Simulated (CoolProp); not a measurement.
Computed with CoolProp (reference Helmholtz-energy equation of state, Thol 2016).

Question: Give the vapour pressure (kPa), vapour density (kg/m³), liquid cp (kJ/(kg K)), liquid viscosity (µPa s) of saturated R1234ze(E) at 271.2, 279.4 K.

Answer: 
| T (K) | p (kPa) | vapour density (kg/m³) | liquid cp (kJ/(kg K)) | liquid viscosity (µPa s) |
|---|---|---|---|---|
| 271.2 | 201 | 10.9 | 1.31 | 263 |
| 279.4 | 271 | 14.5 | 1.33 | 237 |

Viscosity comes from a separate model (Bell 2016), an estimate that may be off by 10 % or more.
